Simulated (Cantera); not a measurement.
Charge: 1 mol Fe2O3, 0.31 mol O2, 2.4 mol H2S, at 802 °C and 0.0133 bar.

Equilibrium computed with Cantera from the NASA thermochemical tables; the gas is ideal and each condensed phase is pure. Candidate condensed phases: Fe, FeO, Fe(OH)2, Fe(OH)3, FeS, FeSO4, FeS2, Fe2O3, Fe2(SO4)3, Fe3O4, H2O, H2SO4, S; 22 gas species. Mutual solubility and eutectic melting of coexisting phases are not modelled. FeS: taken at fixed stoichiometry. Gases not in the tables: S3 to S7. Kinetics and transport are ignored.

Question: What is the equilibrium state?

Answer: 
```json
{
 "x(H2O)": "0.792",
 "x(SO2)": "0.165",
 "x(S2)": "0.0192",
 "x(H2S)": "0.0115",
 "x(H2)": "0.0113",
 "x(S2O)": "0.000402",
 "x(SO)": "8.14e-5",
 "x(SH)": "2.25e-5",
 "n(FeS(s))": "1.76 mol",
 "n(Fe3O4(s))": "0.0785 mol",
 "gas_amount": "2.944 mol",
 "log10 activity of S(l) (absent)": "-2.35",
 "log10 activity of Fe(α) (absent)": "-2.73",
 "log10 activity of Fe(OH)2(s) (absent)": "-7.19"
}
```
